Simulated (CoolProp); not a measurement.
Vapour-liquid equilibrium of propane (1) + c-C4F8 (RC318) (2) at 0.159 MPa; x and y are mole fractions of (1).

Values from CoolProp's multi-fluid Helmholtz-energy mixture model, Lemmon 2009 and Platzer 1990; pair parameters Bell 2016. This equation is an older, rougher fit; its heat capacities, sound speeds and derivatives of the liquid may be far off and weren't checked against measurements.

```
x     bubble temperature, mixture model (°C)  bubble temperature, Raoult's law (°C)  y, mixture model  y, Raoult's law
----  --------------------------------------  -------------------------------------  ----------------  ---------------
0.05                                    -4.2                                    2.2             0.334            0.160
0.15                                   -17.2                                   -3.5             0.646            0.401
0.25                                   -23.8                                   -8.5             0.759            0.570
0.35                                   -27.1                                  -12.8             0.807            0.691
0.45                                   -28.6                                  -16.6             0.830            0.780
0.55                                   -29.4                                  -20.0             0.843            0.846
0.65                                   -30.0                                  -23.0             0.854            0.896
0.75                                   -30.5                                  -25.7             0.870            0.935
0.85                                   -31.1                                  -28.1             0.898            0.965
0.95                                   -31.4                                  -30.3             0.953            0.990
```

The largest gap from Raoult's law is -15.3 K in bubble temperature, at x = 0.25. No azeotrope shows between x = 0.05 and 0.95.

The pair parameters rest on a limited set of measurements; away from them the model extrapolates. With so large a gap from Raoult's law the liquid may split in two, which this calculation doesn't test in full.
